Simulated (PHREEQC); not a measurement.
A solution holds 0.033 mol KH2PO4 and 0.69 mol NaOH per kg of water, at 25 °C. It is in equilibrium with CO2 at log p = -3.4 (atm). Otherwise closed; pH follows from the charge balance.

Model: ion-association model, wateq4f.dat, run in PHREEQC.

Precipitation was switched off in this run.

**Question.** What pH does the model give?

**Answer.** pH 9.93.

**Question.** In which forms is C present?

**Answer.** NaCO3- 52 %, CO3-2 26 %, HCO3- 20 %, NaHCO3 2.3 % of the C.

H3PO4, which wateq4f.dat lacks, is added to it with the constant of phreeqc.dat.
